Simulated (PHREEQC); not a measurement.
## Buffer: speciation

Consider water at 25 °C with 0.08 mol/kgw NaHSO4 and 0.11 mol/kgw NaF. Closed to the air; pH follows from the charge balance.

The numbers come from PHREEQC with the ion-association model, wateq4f.dat.

```json
{
 "pH": "2.74",
 "ionic_strength": "0.237 mol/kgw",
 "activity_of_water": "0.994",
 "total_alkalinity": "-80.0 meq/kg"
}
```

```
species  molality  activity   log γ
-------  --------  --------  ------
Na+         0.174     0.128  -0.134
SO4-2      0.0612    0.0168  -0.562
HF         0.0523    0.0552   0.024
F-         0.0290    0.0201  -0.159
NaSO4-     0.0146    0.0108  -0.133
H2F2      0.00753   0.00795   0.024
HF2-      0.00614   0.00425  -0.159
HSO4-     0.00418   0.00300  -0.144
H+        0.00232   0.00184  -0.102
NaF       0.00140   0.00148   0.024
```

Precipitation was switched off in this run. Species that the database lacks are ignored. wateq4f.dat counts part of the HF as a dimer, H2F2, which phreeqc.dat doesn't know; its constant is uncertain.
